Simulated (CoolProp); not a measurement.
Vapour-liquid equilibrium of CH2F2 (R32) (1) + R1234yf (2) at 246.9 K; x and y are mole fractions of (1).

Values from CoolProp's multi-fluid Helmholtz-energy mixture model, Tillner-Roth 1997 and Lemmon 2022; pair parameters Bell 2023.

### Question
Give the bubble pressure and the first vapour's composition at x = 0.45, 0.55, 0.85. Is there an azeotrope?

### Answer
x = 0.45: 0.2464 MPa, y = 0.702; x = 0.55: 0.2645 MPa, y = 0.757; x = 0.85: 0.3046 MPa, y = 0.902. No azeotrope shows between x = 0.05 and 0.95.

The pair parameters rest on a limited set of measurements; away from them the model extrapolates.
